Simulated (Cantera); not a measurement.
Input (Python, Cantera) and output of one run.

```python
import numpy as np
import cantera as ct

gas_names = [...]  # 60 gases of nasa_gas.yaml made of H, N, O, S
cond_names = """
    H2O(s) H2O(L) H2SO4(L) S(cr1) S(cr2) S(L)
""".split()


# ... load() reads the species with a 1 bar reference pressure and builds the phases ...
atoms = {
    'H2S': {'H': 2, 'S': 1},
    'O2': {'O': 2},
    'N2': {'N': 2},
}
top_T = {}  # K; cautious upper limits of use, not melting points


# ... equilibrate(T, P, feed) seeds the gas with the atoms and calls Mixture.equilibrate('TP', solver="vcs", rtol=1e-11, max_steps=5000) ...
results = []
feed = {'H2S': 1, 'O2': 0.2, 'N2': 13}  # mol
P = 39000  # Pa
for T in [2500, 2750, 3000, 3250, 3500, 3750, 4000, 4250, 4500, 4750, 5000]:
    mix = equilibrate(T, P, feed)
    results.append((T, P, feed, dict(zip(mix.species_names, mix.species_moles))))

top = {s: max(r[3][s] / sum(r[3][g] for g in gas_names) for r in results) for s in gas_names}
cols = sorted((s for s in top if top[s] > 1e-05), key=lambda s: -top[s])[:6]
seen = [c for c in cond_names if any(r[3].get(c, 0) > 1e-12 for r in results)]
print("log10 of partial pressures in bar; condensed amounts in mol")
print(f"{'T/K':>10s}" + "".join(f"{s[:9]:>10s}" for s in cols + seen))
for T, P, feed, n in results:
    ng = sum(n[g] for g in gas_names)
    print(f"{T:10.4g}" + "".join(f"{np.log10(max(n[s] / ng * P / 1e5, 1e-99)):10.3f}" for s in cols)
          + "".join(f"{n.get(c, 0):10.4g}" for c in seen))
```

Output:

```
log10 of partial pressures in bar; condensed amounts in mol
       T/K        N2         H         S        H2         N         O
      2500    -0.463    -2.462    -2.416    -1.725    -6.766    -4.688
      2750    -0.470    -2.047    -2.099    -1.765    -5.854    -3.863
      3000    -0.479    -1.739    -1.900    -1.875    -5.096    -3.185
      3250    -0.490    -1.532    -1.781    -2.077    -4.454    -2.667
      3500    -0.499    -1.416    -1.704    -2.374    -3.904    -2.343
      3750    -0.506    -1.362    -1.660    -2.726    -3.426    -2.180
      4000    -0.509    -1.340    -1.641    -3.085    -3.005    -2.106
      4250    -0.512    -1.332    -1.633    -3.424    -2.634    -2.073
      4500    -0.516    -1.329    -1.631    -3.736    -2.304    -2.058
      4750    -0.522    -1.330    -1.632    -4.021    -2.009    -2.051
      5000    -0.533    -1.334    -1.636    -4.284    -1.746    -2.050
```

Method: chemical equilibrium by Gibbs-energy minimisation in Cantera with the NASA 1993 tables (ideal gas, pure condensed phases).
